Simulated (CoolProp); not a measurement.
Saturated liquid density (kg/m³) of cyclopentane: the reference equation beside estimates from Tc = 238.6 °C, pc = 4583 kPa, ω = 0.202. Rackett uses Z = 0.29056 − 0.08775 ω.

The numbers come from the reference Helmholtz-energy equation of state, Gedanitz 2015 in CoolProp.

```json
[
 {"T (°C)": "117.85", "reference": "637.5", "Rackett": "654.1", "van der Waals": "405.5", "Redlich-Kwong": "579.2", "Soave-Redlich-Kwong": "599.8", "Peng-Robinson": "680.3"},
 {"T (°C)": "126.75", "reference": "625.9", "Rackett": "642.0", "van der Waals": "397.8", "Redlich-Kwong": "565.4", "Soave-Redlich-Kwong": "586.3", "Peng-Robinson": "665.2"},
 {"T (°C)": "135.65", "reference": "614.0", "Rackett": "629.5", "van der Waals": "389.9", "Redlich-Kwong": "551.1", "Soave-Redlich-Kwong": "572.0", "Peng-Robinson": "649.2"},
 {"T (°C)": "144.55", "reference": "601.5", "Rackett": "616.5", "van der Waals": "381.5", "Redlich-Kwong": "536.1", "Soave-Redlich-Kwong": "557.0", "Peng-Robinson": "632.1"},
 {"T (°C)": "153.45", "reference": "588.5", "Rackett": "602.8", "van der Waals": "372.7", "Redlich-Kwong": "520.2", "Soave-Redlich-Kwong": "541.0", "Peng-Robinson": "614.0"},
 {"T (°C)": "162.35", "reference": "574.8", "Rackett": "588.4", "van der Waals": "363.5", "Redlich-Kwong": "503.5", "Soave-Redlich-Kwong": "524.0", "Peng-Robinson": "594.5"},
 {"T (°C)": "171.25", "reference": "560.4", "Rackett": "573.1", "van der Waals": "353.6", "Redlich-Kwong": "485.8", "Soave-Redlich-Kwong": "505.8", "Peng-Robinson": "573.6"},
 {"T (°C)": "180.15", "reference": "544.9", "Rackett": "556.8", "van der Waals": "343.1", "Redlich-Kwong": "466.9", "Soave-Redlich-Kwong": "486.1", "Peng-Robinson": "550.9"}
]
```

Absolute difference from the reference over all 8 rows, mean and median: Rackett 2.4 and 2.5 %, van der Waals 36.7 and 36.6 %, Redlich-Kwong 11.4 and 11.2 %, Soave-Redlich-Kwong 8.0 and 7.7 %, Peng-Robinson 4.4 and 4.7 %.
